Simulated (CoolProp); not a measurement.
Water at several states: density (kg/m³) from the reference equation and from simpler models built on Tc = 373.9 °C, pc = 22.06 MPa, ω = 0.344; each cubic takes its own stable root.

Values from CoolProp's reference Helmholtz-energy equation of state, Wagner 2002.

| T (°C) | p (MPa) | phase | reference | van der Waals | Redlich-Kwong | Soave-Redlich-Kwong | Peng-Robinson |
|---|---|---|---|---|---|---|---|
| 585.15 | 8.41 | gas | 22.18 | 22.52 | 22.49 | 22.14 | 22.37 |
| 701.65 | 47.2 | supercritical | 121.0 | (withheld) | (withheld) | 113.5 | 118.0 |
| 131.95 | 4.41 | liquid | 935.3 | 448.3 | (withheld) | 688.1 | 776.6 |
| 285.95 | 0.0149 | gas | 0.05777 | 0.05776 | 0.05776 | 0.05777 | 0.05777 |

Problem. What belongs in the gaps?

Solution. 
- 701.65, van der Waals: 133.5
- 701.65, Redlich-Kwong: 126.5
- 131.95, Redlich-Kwong: 657.7
